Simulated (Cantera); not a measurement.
A freely propagating, adiabatic, planar premixed flame of H2 : O2 : N2 = 1 : 0.217 : 0.609 (molar parts), unburnt at 398 K and 500000 Pa; mixture-averaged transport, grid criteria slope 0.08 and curve 0.16, no radiation.

Computed with Cantera and the H2/O2 subset of GRI-Mech 3.0, which has no nitrogen chemistry. The hydrogen kinetics of GRI-Mech 3.0 are dated; newer H2 mechanisms differ, most at raised pressure. Burning velocities carry a grid error of a few per cent, more on coarse grids.

How do the results move with these cheaper or finer settings: unity-Lewis-number transport; multicomponent transport; multicomponent+Soret transport; grid criteria slope 0.5, curve 1; grid criteria slope 0.25, curve 0.5; grid criteria slope 0.03, curve 0.06?


| setting | laminar burning velocity | thermal thickness | peak x(H2O2) | peak x(O) | grid points |
|---|---|---|---|---|---|
| as above | 542 cm/s | 0.0483 mm | 0.000104 | 0.00183 | 111 |
| unity-Lewis-number transport | 337 cm/s | 0.0521 mm | 5.07e-5 | 0.00121 | 107 |
| multicomponent transport | 532 cm/s | 0.0494 mm | 9.96e-5 | 0.00178 | 111 |
| multicomponent+Soret transport | 519 cm/s | 0.0473 mm | 0.000111 | 0.00185 | 111 |
| grid criteria slope 0.5, curve 1 | 577 cm/s | 0.0610 mm | 8.37e-5 | 0.00170 | 40 |
| grid criteria slope 0.25, curve 0.5 | 547 cm/s | 0.0521 mm | 0.000100 | 0.00178 | 53 |
| grid criteria slope 0.03, curve 0.06 | 539 cm/s | 0.0472 mm | 0.000105 | 0.00184 | 261 |
Unity Lewis numbers drop preferential diffusion, which matters most where H2 and H carry the flame; Soret adds thermal diffusion.
